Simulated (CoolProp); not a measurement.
Vapour-liquid equilibrium of toluene (1) + n-nonane (2) at 340.5 K; x and y are mole fractions of (1).

Values from CoolProp's multi-fluid Helmholtz-energy mixture model, Lemmon 2006 and Lemmon 2006; pair parameters Bell 2016.

### Question
Give the bubble pressure and the first vapour's composition at x = 0.05, 0.125, 0.35. Is there an azeotrope?

### Answer
x = 0.05: 0.07027 bar, y = 0.241; x = 0.125: 0.09059 bar, y = 0.455; x = 0.35: 0.1426 bar, y = 0.732. No azeotrope shows between x = 0.05 and 0.95.

The pair parameters rest on a limited set of measurements; away from them the model extrapolates.
